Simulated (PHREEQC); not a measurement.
**Reverse-osmosis permeate (model solution)**

A made-up water analysis in mg/L, 25 °C, pH 5.73, pe 8.3:

```
constituent                  mg/L
-----------------------  --------
Na                          0.925
K                        1.08e-06
Ca                           1.94
Mg                         0.0937
Cl                           2.66
S(6) as SO4                  1.43
Alkalinity as HCO3            2.4
O(0) (dissolved oxygen)    0.0256
```

Valence states are taken as typed.

Equilibrium calculation in PHREEQC: ion-association model, phreeqc.dat.

Precipitation was switched off in this run.

### Question
Estimate the charge-balance error.

### Answer
charge-balance error 0.2 %.

### Question
In which forms is C present?

### Answer
CO2 80 %, HCO3- 20 % of the C.
